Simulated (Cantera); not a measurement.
Mixture: CH3OH : O2 : N2 = 1 : 2 : 7.52 (molar parts), at 5.33 atm, adiabatic and at constant volume. Ignition delay is the time to a rise of 400 K.

Detailed kinetics in Cantera: GRI-Mech 3.0 (53 species, 325 reactions). GRI-Mech 3.0 was tuned for natural gas; its chemistry of methanol as a main component is partial and can be far from experiment.

What does this change do: constant pressure in place of constant volume?


| quantity | before | after |
|---|---|---|
| delay at 1100 K | 15.4 ms | 15.6 ms |
| delay at 1200 K | 2.44 ms | 2.50 ms |
| delay at 1300 K | 0.525 ms | 0.548 ms |
| delay at 1400 K | 0.146 ms | 0.157 ms |
| delay at 1500 K | 50.6 µs | 56.0 µs |
| apparent activation energy between 1400 and 1500 K | 190 kJ/mol | 180 kJ/mol |

What does this change do: CH3OH 1 to 0.34 parts?


```json
[
 {"quantity": "delay at 1100 K", "before": "15.4 ms", "after": "19.3 ms"},
 {"quantity": "delay at 1200 K", "before": "2.44 ms", "after": "3.05 ms"},
 {"quantity": "delay at 1300 K", "before": "0.525 ms", "after": "0.673 ms"},
 {"quantity": "delay at 1400 K", "before": "0.146 ms", "after": "0.199 ms"},
 {"quantity": "delay at 1500 K", "before": "50.6 µs", "after": "74.4 µs"},
 {"quantity": "apparent activation energy between 1400 and 1500 K", "before": "190 kJ/mol", "after": "170 kJ/mol"}
]
```
